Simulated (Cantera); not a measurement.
# Equilibrium for carbon deposition, reforming and gasification: C2H6 + CO2 + N2

A closed system holds: 1 mol C2H6, 0.032 mol CO2, 13 mol N2, at 13.3 mbar.

Method: chemical equilibrium by Gibbs-energy minimisation in Cantera with the NASA 1993 tables (ideal gas, pure condensed phases). Candidate condensed phases: C, C6H6, C7H8, C8H18, H2O; 136 gas species. Kinetics and transport are ignored.

From 1475 K to 2300 K the condensed part is C(graphite). The main C-bearing gas is CO at 1475 K and HCN at 2300 K. The share of C in condensed phases is highest at 1475 K (96.6 %) and lowest at 2300 K (82.9 %).

| T (K) | x N2 | x H2 | x H | x HCN | n C(graphite) |
|---|---|---|---|---|---|
| 1475 | 0.809 | 0.187 | 4.85e-5 | 0.000343 | 1.96 |
| 1550 | 0.809 | 0.186 | 0.000118 | 0.000577 | 1.96 |
| 1625 | 0.809 | 0.186 | 0.000264 | 0.000925 | 1.95 |
| 1700 | 0.808 | 0.186 | 0.000550 | 0.00142 | 1.94 |
| 1775 | 0.808 | 0.185 | 0.00108 | 0.00210 | 1.93 |
| 1850 | 0.807 | 0.184 | 0.00200 | 0.00300 | 1.92 |
| 1925 | 0.806 | 0.182 | 0.00354 | 0.00416 | 1.90 |
| 2000 | 0.804 | 0.180 | 0.00598 | 0.00561 | 1.87 |
| 2075 | 0.801 | 0.177 | 0.00970 | 0.00738 | 1.83 |
| 2150 | 0.798 | 0.172 | 0.0152 | 0.00947 | 1.79 |
| 2225 | 0.794 | 0.166 | 0.0229 | 0.0119 | 1.74 |
| 2300 | 0.788 | 0.158 | 0.0334 | 0.0145 | 1.68 |
x: gas mole fraction; n: condensed amount in mol.
